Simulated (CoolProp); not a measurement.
Vapour-liquid equilibrium of ammonia (1) + benzene (2) at 352.4 K; x and y are mole fractions of (1).

The numbers come from the multi-fluid Helmholtz-energy mixture model, Gao 2020 and Thol 2012; pair parameters Bell 2016 in CoolProp.

Question: Give the bubble pressure and the first vapour's composition at x = 0.05, 0.125, 0.725. Is there an azeotrope?

Answer: x = 0.05: 438.4 kPa, y = 0.768; x = 0.125: 928.2 kPa, y = 0.887; x = 0.725: 3032 kPa, y = 0.969. No azeotrope shows between x = 0.05 and 0.95.

The pair parameters rest on a limited set of measurements; away from them the model extrapolates. The gap from Raoult's law changes sign with composition, which may be real or a fault of the pair parameters; it wasn't checked against measurements. With so large a gap from Raoult's law the liquid may split in two, which this calculation doesn't test in full.
